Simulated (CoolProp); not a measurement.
Vapour-liquid equilibrium of benzene (1) + ethylbenzene (2) at 21.2 kPa; x and y are mole fractions of (1).

Computed with CoolProp (multi-fluid Helmholtz-energy mixture model, Thol 2012 and Zhou 2012; pair parameters Bell 2016).

Question: Give the bubble temperature and the first vapour's composition at x = 0.35, 0.5, 0.8. Is there an azeotrope?

Answer: x = 0.35: 333.2 K, y = 0.774; x = 0.5: 325.8 K, y = 0.879; x = 0.8: 314.9 K, y = 0.974. No azeotrope shows between x = 0.05 and 0.95.

The pair parameters rest on a limited set of measurements; away from them the model extrapolates.
